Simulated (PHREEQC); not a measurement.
Consider water at 25 °C with 0.031 mol KOH, 5.3e-07 mol H4SiO4 and 0.0084 mol K3PO4 per kg of water. Closed to the air; pH follows from the charge balance.

Computed with PHREEQC (ion-association model, wateq4f.dat).

```json
{
 "pH": "12.41",
 "ionic_strength": "0.0774 mol/kgw",
 "total_alkalinity": "47.8 meq/kg"
}
```

```
species   molality  activity   log γ
--------  --------  --------  ------
K+          0.0561    0.0439  -0.106
OH-         0.0329    0.0257  -0.108
PO4-3      0.00649  0.000863  -0.877
HPO4-2     0.00183  0.000745  -0.390
KHPO4-     7.94e-5   6.38e-5  -0.095
H3SiO4-    3.98e-7   3.13e-7  -0.104
H2SiO4-2   1.31e-7   5.47e-8  -0.380
H2PO4-     5.81e-9   4.67e-9  -0.095
```

Precipitation was switched off in this run. Complexes and solids missing from the database can't appear. H3PO4, which wateq4f.dat lacks, is added to it with the constant of phreeqc.dat.
